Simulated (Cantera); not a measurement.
An adiabatic, constant-volume homogeneous reactor starts with 7.16 % CH₄, 0.250 % CO, 10.3 % O₂, 82.3 % N₂, equivalence ratio 1.4, at 1373 K and 420000 Pa.

Computed with Cantera and GRI-Mech 3.0 (53 species, 325 reactions).

x: mole fraction; the columns are a selection and need not sum to one.

```tsv
t (s)	T (K)	P (bar)	x CH₄	x CO	x O₂	x HCO	x H₂	x O	x CH₂CO
3.00e-6	1373	4.20	0.0716	0.00250	0.103	<1e-12	7.38e-9	3.11e-10	<1e-12
8.50e-6	1373	4.20	0.0716	0.00250	0.103	<1e-12	2.37e-8	4.12e-10	<1e-12
2.41e-5	1373	4.20	0.0716	0.00250	0.103	<1e-12	8.61e-8	7.58e-10	1.08e-12
6.82e-5	1373	4.20	0.0716	0.00250	0.103	4.02e-12	4.48e-7	[?]	1.15e-11
0.000193	1373	4.20	0.0715	0.00250	0.103	7.32e-11	3.67e-6	[?]	1.75e-10
0.000548	1374	4.20	0.0714	0.00251	0.103	6.82e-10	2.64e-5	[?]	5.55e-9
0.00155	1379	4.22	0.0704	0.00264	0.102	5.29e-9	0.000209	[?]	2.66e-7
0.00440	2530	8.06	2.78e-12	0.0471	6.07e-5	9.42e-8	0.0323	4.63e-5	<1e-12
0.0125	2528	8.06	2.86e-12	0.0471	5.91e-5	9.40e-8	0.0325	4.53e-5	<1e-12
0.0353	2528	8.06	2.87e-12	0.0471	5.91e-5	9.40e-8	0.0325	4.53e-5	<1e-12
0.100	2528	8.06	2.87e-12	0.0471	5.91e-5	9.40e-8	0.0325	4.53e-5	<1e-12
```

Question: What belongs in the gaps?

Answer: 
- 6.82e-5, x O: 2.23e-9
- 0.000193, x O: 7.68e-9
- 0.000548, x O: 1.42e-8
- 0.00155, x O: 3.41e-8
